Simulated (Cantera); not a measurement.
Charge: 1 mol Si(CH3)4, 77 mol H2, 3.3 mol HCl, held at 13.3 mbar.

These are equilibrium values from Cantera (NASA tables, ideal gas, pure condensed phases), not measurements of a reactor. Candidate condensed phases: C, C6H6, C7H8, C8H18, Si, SiC; 109 gas species. Rates play no part.

Task: At 1898 K, list the 7 most abundant gas species with their mole fractions, and the condensed phases.

Result: H2 0.955, HCl 0.0376, H 0.00662, C2H2 (acetylene) 0.000359, Cl 0.000197, SiCl2 0.000148, Si 3.39e-5. Condensed: C(graphite) + SiC(s).
